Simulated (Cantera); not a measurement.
Charge: 1 mol CH4, 0.035 mol NH3, 2.6 mol N2, 0.57 mol CO2, at 1548 K and 0.0100 bar.

These are equilibrium values from Cantera (NASA tables, ideal gas, pure condensed phases), not measurements of a reactor. Candidate condensed phases: C, C6H6, C7H8, C8H18, H2O; 136 gas species. Rates play no part.

What is the equilibrium state?

x(N2): 0.450
x(H2): 0.353
x(CO): 0.196
x(HCN): 0.000585
x(H): 0.000183
x(HNC): 1.15e-5
x(C2H2 (acetylene)): 5.54e-6
x(CH4): 2.55e-6
n(C(graphite)): 0.426 mol
gas amount: 5.811 mol
